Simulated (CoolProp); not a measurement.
A closed Brayton cycle with nitrogen: compressor inlet 332.15 K and 2.4 MPa, high pressure 6.02 MPa, turbine inlet 705 K, compressor efficiency 0.8, turbine efficiency 0.9, recuperator effectiveness 0.9 (on enthalpy, no pinch check). Each further row changes one setting.

Values from CoolProp's reference Helmholtz-energy equation of state, Span 2000.

| case | thermal efficiency (%) | net work (kJ/kg) | compressor to turbine work | compressor exit (K) | turbine exit (K) |
|---|---|---|---|---|---|
| as stated | 14.5 | 24.4 | 0.84 | 457.2 | 563.1 |
| turbine inlet 655 K | 8.6 | 13.2 | 0.91 | 457.2 | 522.0 |
| compressor inlet 342.15 K | 12.2 | 20.4 | 0.87 | 470.8 | 563.1 |
| high pressure 5.12 MPa | 17.1 | 25.5 | 0.80 | 432.8 | 585.9 |
| recuperator effectiveness 0.5 | 11.4 | 24.4 | 0.84 | 457.2 | 563.1 |
